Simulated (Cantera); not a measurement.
## SiF4 + NH3 + N2 (silicon nitride deposition)

Input: 1 mol SiF4, a varied amount of NH3, 1.9 mol N2, equilibrated at 20000 Pa.

Method: chemical equilibrium by Gibbs-energy minimisation in Cantera with the NASA 1993 tables (ideal gas, pure condensed phases). Candidate condensed phases: Si, Si3N4; 37 gas species. The tables' values for SiF2, SiF3 are old estimates. Equilibrium is a limit: real reactors are often held back by kinetics, nucleation or transport.

Task: Map the stable condensed phases over T = 1148, 1198, 1248, 1298, 1348, 1398, 1448, 1498, 1548, 1598, 1648, 1698 K and n(NH3) in mol = 0.28, 0.37, 0.5, 0.67, 0.89, 1.2, 1.6, 2.1, 2.9, 3.8, 5.2, 6.9, 9.2.

Result: 
```
T in K \ n(NH3) in mol
         0.28 0.37  0.5 0.67 0.89  1.2  1.6  2.1  2.9  3.8  5.2  6.9  9.2
   1698     A    A    A    A    A    A    A    A    A    A    A    A    A
   1648     A    A    A    A    A    A    A    A    A    A    A    A    A
   1598     A    A    A    A    A    A    A    A    A    A    A    A    A
   1548     A    A    A    A    A    A    A    A    A    A    A    A    A
   1498     A    A    A    A    A    A    A    A    A    A    A    A    B
   1448     A    A    A    A    A    A    A    A    A    A    B    B    B
   1398     A    A    A    A    A    A    A    A    B    B    B    B    B
   1348     A    A    A    A    A    A    B    B    B    B    B    B    B
   1298     A    A    A    A    B    B    B    B    B    B    B    B    B
   1248     A    A    B    B    B    B    B    B    B    B    B    B    B
   1198     B    B    B    B    B    B    B    B    B    B    B    B    B
   1148     B    B    B    B    B    B    B    B    B    B    B    B    B
```
A: gas only; B: Si3N4.
